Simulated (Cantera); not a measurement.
A freely propagating, adiabatic, planar premixed flame of 9.45 % CH₄, 0.293 % H₂, 21.7 % O₂, 65.1 % N₂, 3.40 % H₂O, equivalence ratio 0.88, unburnt at 700 K and 100000 Pa; mixture-averaged transport, grid criteria slope 0.08 and curve 0.16, no radiation.

Model: GRI-Mech 3.0 (53 species, 325 reactions), integrated in Cantera. Burning velocities carry a grid error of a few per cent, more on coarse grids.

Task: Predict: laminar burning velocity; thermal thickness; peak x(OH); peak x(HO₂).

Result: 
| Quantity | Value |
|---|---|
| laminar burning velocity | 210 cm/s |
| thermal thickness | 0.273 mm |
| peak x(OH) | 0.0155 |
| peak x(HO₂) | 0.000263 |
